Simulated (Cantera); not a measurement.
A freely propagating, adiabatic, planar premixed flame of H2 : O2 : N2 : H2O = 1 : 0.312 : 1.17 : 0.72 (molar parts), unburnt at 400 K and 0.350 bar; multicomponent transport, grid criteria slope 0.08 and curve 0.16, no radiation.

Cantera simulation using the H2/O2 subset of GRI-Mech 3.0, which has no nitrogen chemistry; the numbers are that mechanism's predictions, not measurements. Burning velocities carry a grid error of a few per cent, more on coarse grids.

Problem. Predict: laminar burning velocity; thermal thickness; peak x(OH); peak x(H2O2); peak x(H).

Solution. 
```
Item                         Value
------------------------  --------
laminar burning velocity  262 cm/s
thermal thickness          1.20 mm
peak x(OH)                 0.00438
peak x(H2O2)               4.56e-5
peak x(H)                   0.0447
```
